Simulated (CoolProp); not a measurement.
Vapour-liquid equilibrium of propylene (1) + R115 (2) at -68.75 °C; x and y are mole fractions of (1).

Model: multi-fluid Helmholtz-energy mixture model, Lemmon 2013 and Lemmon 2016; pair parameters Bell 2016, in CoolProp.

```
x      bubble pressure (kPa)  y at the bubble point  dew pressure at overall composition x (kPa)  liquid density (mol/L)
-----  ---------------------  ---------------------  -------------------------------------------  ----------------------
0.05                   24.87                  0.172                                        22.46                   10.81
0.125                  29.05                  0.341                                        23.88                   11.04
0.2                    32.35                  0.448                                        25.48                   11.28
0.275                  34.83                  0.521                                        27.29                   11.54
0.35                   36.62                  0.572                                        29.32                   11.81
0.425                  37.84                  0.610                                        31.61                   12.10
0.5                    38.66                  0.640                                        34.12                   12.41
0.575                  39.18                  0.666                                        36.72                   12.74
0.65                   39.48                  0.690                                        38.89                   13.09
0.725                  39.56                  0.718                                        39.54                   13.47
0.8                    39.34                  0.754                                        38.71                   13.87
0.875                  38.59                  0.807                                        37.29                   14.31
0.95                   36.81                  0.898                                        35.67                   14.77
```

y crosses x between x = 0.65 and 0.725: the model has an azeotrope there.

The pair parameters rest on a limited set of measurements; away from them the model extrapolates.
